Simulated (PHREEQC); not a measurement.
Brine (model solution)

A solution holds 4.1 mol CaCl2, 2.3 mol FeCl2 and 4.7 mol MgCl2 per kg of water, at 25 °C. Closed to the air; pH follows from the charge balance.

The numbers come from PHREEQC with the Pitzer model, pitzer.dat.

Precipitation was switched off in this run.

### Question
What pH, density, osmotic coefficient does the model give?

### Answer
pH -0.38; density 1.526 g/cm³; osmotic coefficient 5.325.

Examples of supersaturated solids here: MgCl2_4H2O, Bischofite. Others may be too. Species that the database lacks are ignored. In brines, pH and single-ion activities rest on the MacInnes convention.
